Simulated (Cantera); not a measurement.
## Stirred combustor or abatement burner

A perfectly stirred reactor is fed with H2 : O2 : N2 : H2O = 1 : 1.19 : 4.48 : 0.24 (molar parts), equivalence ratio 0.42, at 16.8 atm; it is adiabatic with a 700 K inlet, and is followed from long to short residence time, starting on the burning branch (τ in s: 0.21, 0.078, 0.029, 0.011, 0.004, 0.0015, 0.00054, 0.0002, 7.5e-05).

Model: the H2/O2 subset of GRI-Mech 3.0, which has no nitrogen chemistry, integrated in Cantera. The hydrogen kinetics of GRI-Mech 3.0 are dated; newer H2 mechanisms differ, most at raised pressure. The pressure lies above the range GRI-Mech 3.0 was tuned for (to about 10 atm).

```tsv
τ (s)	T (K)	x H2	x O2	x H2O	x O	x H2O2	x H
0.21	1768	9.76e-6	0.108	0.193	7.60e-6	2.15e-7	1.97e-7
0.078	1767	1.62e-5	0.108	0.193	8.34e-6	2.32e-7	2.60e-7
0.029	1767	3.15e-5	0.108	0.193	1.01e-5	2.73e-7	4.29e-7
0.011	1767	6.45e-5	0.108	0.193	1.40e-5	3.57e-7	8.54e-7
0.0040	1766	0.000137	0.108	0.193	2.22e-5	5.23e-7	2.00e-6
0.0015	1764	0.000282	0.108	0.193	3.75e-5	8.03e-7	4.86e-6
0.00054	1761	0.000598	0.108	0.192	6.80e-5	1.29e-6	1.26e-5
0.00020	1755	0.00125	0.108	0.191	0.000125	2.07e-6	3.19e-5
7.5e-5	1744	0.00261	0.108	0.190	0.000228	3.34e-6	7.95e-5
```
x: mole fraction; the columns are a selection and need not sum to one.
